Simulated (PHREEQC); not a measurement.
A solution holds 0.046 mol/kgw Sr(OH)2, 0.064 mol/kgw KOH and 1e-05 mol/kgw Ca(OH)2, at 15 °C. Closed to the air; pH follows from the charge balance.

The numbers come from PHREEQC with the ion-association model, wateq4f.dat.

| Quantity | Result |
|---|---|
| pH | 13.35 |
| ionic strength | 0.170 mol/kgw |
| total alkalinity | 156 meq/kg |

| species | molality | activity | log γ |
|---|---|---|---|
| OH- | 0.140 | 0.101 | -0.141 |
| K+ | 0.0640 | 0.0466 | -0.138 |
| Sr+2 | 0.0301 | 0.0103 | -0.464 |
| SrOH+ | 0.0159 | 0.0119 | -0.124 |
| CaOH+ | 6.24e-6 | 4.79e-6 | -0.114 |
| Ca+2 | 3.76e-6 | 1.28e-6 | -0.466 |

No solid was allowed to form. Complexes and solids missing from the database can't appear.
